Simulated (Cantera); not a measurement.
Standard-state values (1 bar) from the NASA 1993 polynomials, evaluated with Cantera. Values are per mole of reaction as written; species without (g) are pure solids or liquids, kept so even where they would boil at 1 bar. TaC: taken at fixed stoichiometry.

3 TaC + 4 NO2(g) → 2 N2O(g) + 3 TaO2(g) + 3 C, with ΔH° = -143.8 kJ and ΔS° = 210.1 J/K at 300 K.

How far is the shortcut ΔG° ≈ ΔH°(300 K) − T·ΔS°(300 K) from the full temperature-dependent value at 1950, 2000, 2050, 2100, 2150 K?


```csv
T (K),shortcut (kJ),full (kJ),difference (kJ),difference in log10 K
1950,-553.5,-508.1,-45.3,1.21
2000,-564.0,-516.3,-47.6,1.24
2050,-574.5,-524.5,-50.0,1.27
2100,-585.0,-532.6,-52.4,1.30
2150,-595.5,-540.6,-54.8,1.33
```
The shortcut ignores the heat-capacity change of the reaction.
